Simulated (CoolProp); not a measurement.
Isobutene along the isobar 0.101 MPa: Z from the reference equation and from simpler models built on Tc = 418.1 K, pc = 4.016 MPa, ω = 0.193; each cubic takes its own stable root.

Computed with CoolProp (reference Helmholtz-energy equation of state, Lemmon 2005). It is a short technical equation, of lower accuracy than the large ones.

```json
[
 {"T (K)": "154.4", "phase": "liquid", "reference": "0.005932"},
 {"T (K)": "175", "phase": "liquid", "reference": "0.005386"},
 {"T (K)": "195.5", "phase": "liquid", "reference": "0.004965"},
 {"T (K)": "216.1", "phase": "liquid", "reference": "0.004633"},
 {"T (K)": "236.6", "phase": "liquid", "reference": "0.004371"},
 {"T (K)": "257.2", "phase": "liquid", "reference": "0.004163"},
 {"T (K)": "277.7", "phase": "gas", "reference": "0.9638"},
 {"T (K)": "298.3", "phase": "gas", "reference": "0.9723"},
 {"T (K)": "318.8", "phase": "gas", "reference": "0.9782"},
 {"T (K)": "339.4", "phase": "gas", "reference": "0.9824"},
 {"T (K)": "359.9", "phase": "gas", "reference": "0.9856"},
 {"T (K)": "380.5", "phase": "gas", "reference": "0.9880"}
]
```

Q: How far does each simpler model (van der Waals, Peng-Robinson) lie from the reference over these 12 states: mean and median of the absolute difference, and the worst?

A: 
- van der Waals: mean 5534.5 %, median 32.0 %, worst +23356.6 % at 257.2 K and 0.101 MPa
- Peng-Robinson: mean 2.1 %, median 1.4 %, worst -5.0 % at 257.2 K and 0.101 MPa

At some of these states van der Waals gives the other phase, because its saturation line lies elsewhere.
